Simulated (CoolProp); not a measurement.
Vapour-liquid equilibrium of ethanol (1) + ethylbenzene (2) at 393.3 K; x and y are mole fractions of (1).

The numbers come from the multi-fluid Helmholtz-energy mixture model, Schroeder 2014 and Zhou 2012; pair parameters Bell 2016 in CoolProp.

```json
[
 {"x": "0.05", "bubble pressure, mixture model (MPa)": "0.1350", "bubble pressure, Raoult's law (MPa)": "0.08279", "y, mixture model": "0.530", "y, Raoult's law": "0.259"},
 {"x": "0.125", "bubble pressure, mixture model (MPa)": "0.2112", "bubble pressure, Raoult's law (MPa)": "0.1101", "y, mixture model": "0.710", "y, Raoult's law": "0.487"},
 {"x": "0.2", "bubble pressure, mixture model (MPa)": "0.2620", "bubble pressure, Raoult's law (MPa)": "0.1375", "y, mixture model": "0.775", "y, Raoult's law": "0.624"},
 {"x": "0.275", "bubble pressure, mixture model (MPa)": "0.2958", "bubble pressure, Raoult's law (MPa)": "0.1648", "y, mixture model": "0.807", "y, Raoult's law": "0.716"},
 {"x": "0.35", "bubble pressure, mixture model (MPa)": "0.3187", "bubble pressure, Raoult's law (MPa)": "0.1922", "y, mixture model": "0.827", "y, Raoult's law": "0.782"},
 {"x": "0.425", "bubble pressure, mixture model (MPa)": "0.3352", "bubble pressure, Raoult's law (MPa)": "0.2195", "y, mixture model": "0.841", "y, Raoult's law": "0.831"},
 {"x": "0.5", "bubble pressure, mixture model (MPa)": "0.3481", "bubble pressure, Raoult's law (MPa)": "0.2469", "y, mixture model": "0.852", "y, Raoult's law": "0.869"},
 {"x": "0.575", "bubble pressure, mixture model (MPa)": "0.3595", "bubble pressure, Raoult's law (MPa)": "0.2743", "y, mixture model": "0.864", "y, Raoult's law": "0.900"},
 {"x": "0.65", "bubble pressure, mixture model (MPa)": "0.3707", "bubble pressure, Raoult's law (MPa)": "0.3016", "y, mixture model": "0.876", "y, Raoult's law": "0.925"},
 {"x": "0.725", "bubble pressure, mixture model (MPa)": "0.3823", "bubble pressure, Raoult's law (MPa)": "0.3290", "y, mixture model": "0.891", "y, Raoult's law": "0.946"},
 {"x": "0.8", "bubble pressure, mixture model (MPa)": "0.3947", "bubble pressure, Raoult's law (MPa)": "0.3563", "y, mixture model": "0.910", "y, Raoult's law": "0.964"},
 {"x": "0.875", "bubble pressure, mixture model (MPa)": "0.4078", "bubble pressure, Raoult's law (MPa)": "0.3837", "y, mixture model": "0.935", "y, Raoult's law": "0.979"},
 {"x": "0.95", "bubble pressure, mixture model (MPa)": "0.4210", "bubble pressure, Raoult's law (MPa)": "0.4110", "y, mixture model": "0.970", "y, Raoult's law": "0.992"}
]
```

The largest gap from Raoult's law is +91.8 % in bubble pressure, at x = 0.125. No azeotrope shows between x = 0.05 and 0.95.

The pair parameters rest on a limited set of measurements; away from them the model extrapolates. With so large a gap from Raoult's law the liquid may split in two, which this calculation doesn't test in full.
